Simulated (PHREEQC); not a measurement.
# Brine

Dissolve 0.16 mol/kgw H2SO4, 5.9e-05 mol/kgw CaCl2 and 0.00013 mol/kgw MgCl2 at 20 °C. Closed to the air; pH follows from the charge balance.

All values are PHREEQC results (ion-association model, phreeqc.dat), not measurements.

Each row changes one thing in this solution. No solid was allowed to form.

```json
[
 {"case": "as made", "pH": "0.83", "ionic strength (mol/kgw)": "0.214", "HSO4- (mol/kgw)": "0.133", "SO4-2 (mol/kgw)": "0.0266", "Mg+2 (mol/kgw)": "8.60e-5", "MgSO4 (mol/kgw)": "4.40e-5"},
 {"case": "temperature from 20 to 70 °C", "pH": "0.87", "ionic strength (mol/kgw)": "0.180", "HSO4- (mol/kgw)": "0.150", "SO4-2 (mol/kgw)": "0.00990", "Mg+2 (mol/kgw)": "8.46e-5", "MgSO4 (mol/kgw)": "4.54e-5"},
 {"case": "H2SO4 replaced by Fe2(SO4)3 at the same molality", "pH": "2.43", "ionic strength (mol/kgw)": "0.441", "HSO4- (mol/kgw)": "0.00888", "SO4-2 (mol/kgw)": "0.0919", "Mg+2 (mol/kgw)": "6.14e-5", "MgSO4 (mol/kgw)": "6.86e-5"},
 {"case": "diluted 2-fold with water", "pH": "1.09", "ionic strength (mol/kgw)": "0.118", "HSO4- (mol/kgw)": "0.0612", "SO4-2 (mol/kgw)": "0.0188", "Mg+2 (mol/kgw)": "4.26e-5", "MgSO4 (mol/kgw)": "2.24e-5"},
 {"case": "CaCl2 replaced by SrCl2 at the same molality", "pH": "0.83", "ionic strength (mol/kgw)": "0.214", "HSO4- (mol/kgw)": "0.133", "SO4-2 (mol/kgw)": "0.0266", "Mg+2 (mol/kgw)": "8.60e-5", "MgSO4 (mol/kgw)": "4.40e-5"},
 {"case": "CaCl2 from 5.9e-05 to 0.000118 mol/kgw", "pH": "0.83", "ionic strength (mol/kgw)": "0.214", "HSO4- (mol/kgw)": "0.133", "SO4-2 (mol/kgw)": "0.0266", "Mg+2 (mol/kgw)": "8.61e-5", "MgSO4 (mol/kgw)": "4.39e-5"},
 {"case": "0.027 mol/kgw NH4HCO3 added", "pH": "0.88", "ionic strength (mol/kgw)": "0.219", "HSO4- (mol/kgw)": "0.128", "SO4-2 (mol/kgw)": "0.0293", "Mg+2 (mol/kgw)": "8.37e-5", "MgSO4 (mol/kgw)": "4.63e-5"}
]
```

Some of these states are supersaturated (in Hematite (slow to form), Goethite (slow to form), for instance). Carbamate, which ammonia and carbonate form, is missing from the database. At this temperature some constants are extrapolated from 25 °C, and those without enthalpy data are left unchanged.
